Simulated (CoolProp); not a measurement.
Model: reference Helmholtz-energy equation of state, Lemmon 2004, in CoolProp. It is a short technical equation, of lower accuracy than the large ones.

Question: For n-dodecane, give the phase and the cv (kJ/(kg K)), viscosity (µPa s), conductivity (mW/(m K)) at 142.55 °C and 0.00862 MPa; 142.55 °C and 0.191 MPa; 142.55 °C and 2.73 MPa.

Answer: 
- 142.55 °C and 0.00862 MPa: gas; cv 2.12, viscosity 6.27, conductivity 17.2
- 142.55 °C and 0.191 MPa: liquid; cv 2.27, viscosity 346, conductivity 110
- 142.55 °C and 2.73 MPa: liquid; cv 2.27, viscosity 359, conductivity 111

Viscosity comes from a separate model (Huber 2004). Thermal conductivity comes from a separate model (Huber 2004).
